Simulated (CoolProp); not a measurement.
R1234ze(E) at several states: fugacity coefficient from the reference equation and from simpler models built on Tc = 382.5 K, pc = 36.35 bar, ω = 0.313; each cubic takes its own stable root.

Model: reference Helmholtz-energy equation of state, Thol 2016, in CoolProp.

```
T (K)  p (bar)   phase  reference
-----  -------  ------  ---------
417.8      4.5     gas     0.9681
240.4     1.46  liquid     0.3578
241.8     2.44  liquid     0.2300
348.9     9.54     gas     0.8745
351.1     12.6     gas     0.8383
392.1     9.81     gas     0.9141
```

How far does each simpler model (Redlich-Kwong, Peng-Robinson) lie from the reference over these 6 states: mean and median of the absolute difference, and the worst?


- Redlich-Kwong: mean 39.8 %, median 1.4 %, worst +119.3 % at 240.4 K and 1.46 bar
- Peng-Robinson: mean 0.6 %, median 0.6 %, worst +0.8 % at 240.4 K and 1.46 bar
